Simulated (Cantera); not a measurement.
Thermodynamics of abatement and gas-phase synthesis, feed HCl + O₂

Charge: 1 mol HCl, 2.5 mol O₂, held at 1.70 mbar.

These are equilibrium values from Cantera (NASA tables, ideal gas, pure condensed phases), not measurements of a reactor. Candidate condensed phases: H₂O; 14 gas species. Equilibrium is a limit: real reactors are often held back by kinetics, nucleation or transport.

From 500 °C to 1100 °C nothing is condensed.

| T (°C) | x O₂ | x HCl | x H₂O | x Cl₂ | x Cl |
|---|---|---|---|---|---|
| 500 | 0.706 | 0.182 | 0.0558 | 0.0558 | 2.80e-5 |
| 550 | 0.708 | 0.200 | 0.0464 | 0.0463 | 8.21e-5 |
| 600 | 0.709 | 0.214 | 0.0388 | 0.0387 | 0.000211 |
| 650 | 0.709 | 0.225 | 0.0329 | 0.0326 | 0.000489 |
| 700 | 0.710 | 0.233 | 0.0282 | 0.0277 | 0.00103 |
| 750 | 0.710 | 0.240 | 0.0245 | 0.0235 | 0.00202 |
| 800 | 0.710 | 0.245 | 0.0218 | 0.0199 | 0.00368 |
| 850 | 0.709 | 0.248 | 0.0198 | 0.0167 | 0.00628 |
| 900 | 0.708 | 0.250 | 0.0187 | 0.0137 | 0.0100 |
| 950 | 0.706 | 0.249 | 0.0184 | 0.0108 | 0.0151 |
| 1000 | 0.704 | 0.248 | 0.0189 | 0.00822 | 0.0213 |
| 1050 | 0.701 | 0.244 | 0.0203 | 0.00601 | 0.0285 |
| 1100 | 0.698 | 0.239 | 0.0224 | 0.00426 | 0.0364 |
x: gas mole fraction; nothing condenses.
